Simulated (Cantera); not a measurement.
Charge: 1 mol SiCl4, 0.14 mol NH3, 2.2 mol N2, held at 700 °C and 58.0 mbar.

Method: chemical equilibrium by Gibbs-energy minimisation in Cantera with the NASA 1993 tables (ideal gas, pure condensed phases). Candidate condensed phases: NH4Cl, Si, Si3N4; 28 gas species. The tables' values for SiCl3 are old estimates; treat these amounts as uncertain. The numbers say what is thermodynamically allowed, not how fast it happens.

### Question
What is the equilibrium state?

### Answer
* **x(N2)**: 0.630
* **x(SiCl4)**: 0.259
* **x(HCl)**: 0.102
* **x(H2)**: 0.00864
* **x(SiHCl3)**: 0.000123
* **x(SiCl3)**: 6.69e-5
* **n(Si3N4(s))**: 0.0299 mol
* **gas amount**: 3.510 mol
* **log10 activity of Si(s) (absent)**: -6.59
